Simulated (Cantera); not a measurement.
An adiabatic, constant-pressure homogeneous reactor starts with CH₄ : CO : O₂ : N₂ = 1 : 0.37 : 1.15 : 4.32 (molar parts), at 1125 K and 1.00 bar.

Model: GRI-Mech 3.0 (53 species, 325 reactions), integrated in Cantera.

Problem. Predict: time of steepest temperature rise; temperature at 6.00 s; equilibrium temperature; x(CO) at 6.00 s; x(O₂) at 6.00 s.

Solution. 
- time of steepest temperature rise: 0.315 s
- temperature at 6.00 s: 2317 K
- equilibrium temperature: 2317 K
- x(CO) at 6.00 s: 0.148 (gas-phase equilibrium 0.148)
- x(O₂) at 6.00 s: 7.03e-6 (gas-phase equilibrium 7.03e-6)
